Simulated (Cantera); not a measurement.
Input (Python, Cantera) and output of one run.

```python
import numpy as np
import cantera as ct

gas_names = """
    H HO2 H2 H2O H2O2 O OH O2 O3 Ta TaO TaO2
""".split()
cond_names = """
    H2O(s) H2O(L) Ta(cr) Ta(L) Ta2O5(s) Ta2O5(L)
""".split()


# ... load() reads the species with a 1 bar reference pressure and builds the phases ...
atoms = {
    'Ta2O5': {'Ta': 2, 'O': 5},
    'H2': {'H': 2},
    'H2O': {'H': 2, 'O': 1},
}
top_T = {}  # K; cautious upper limits of use, not melting points


# ... equilibrate(T, P, feed) seeds the gas with the atoms and calls Mixture.equilibrate('TP', solver="vcs", rtol=1e-11, max_steps=5000) ...
results = []
feed = {'Ta2O5': 1, 'H2': 10, 'H2O': 1.1}  # mol
T = 2075  # K
for P in [10, 52, 270, 1400, 7200, 37000, 190000, 1000000]:
    mix = equilibrate(T, P, feed)
    results.append((T, P, feed, dict(zip(mix.species_names, mix.species_moles))))

top = {s: max(r[3][s] / sum(r[3][g] for g in gas_names) for r in results) for s in gas_names}
cols = sorted((s for s in top if top[s] > 1e-06), key=lambda s: -top[s])[:9]
seen = [c for c in cond_names if any(r[3].get(c, 0) > 1e-12 for r in results)]
print("log10 of partial pressures in bar; condensed amounts in mol")
print(f"{'P/Pa':>10s}" + "".join(f"{s[:9]:>10s}" for s in cols + seen))
for T, P, feed, n in results:
    ng = sum(n[g] for g in gas_names)
    print(f"{P:10.4g}" + "".join(f"{np.log10(max(n[s] / ng * P / 1e5, 1e-99)):10.3f}" for s in cols)
          + "".join(f"{n.get(c, 0):10.4g}" for c in seen))
```

Output:

```
log10 of partial pressures in bar; condensed amounts in mol
      P/Pa        H2         H       H2O      TaO2        OH         O        O2       TaO  Ta2O5(L)
        10    -4.165    -4.657    -5.065    -6.296    -6.500    -7.137    -8.407    -8.716     0.968
        52    -3.381    -4.265    -4.317    -6.278    -6.144    -7.172    -8.477    -8.663     0.994
       270    -2.636    -3.893    -3.586    -6.271    -5.785    -7.185    -8.504    -8.643    0.9989
      1400    -1.909    -3.529    -2.864    -6.269    -5.426    -7.191    -8.514    -8.635    0.9998
      7200    -1.192    -3.171    -2.149    -6.267    -5.070    -7.193    -8.519    -8.632         1
   3.7e+04    -0.479    -2.814    -1.437    -6.267    -4.714    -7.194    -8.521    -8.630         1
   1.9e+05     0.233    -2.458    -0.726    -6.267    -4.359    -7.194    -8.522    -8.630         1
     1e+06     0.954    -2.097    -0.004    -6.267    -3.998    -7.194    -8.522    -8.629         1
```

Cantera equilibrium calculation (NASA polynomials, part measured and part estimated; ideal gas, pure solids and liquids).
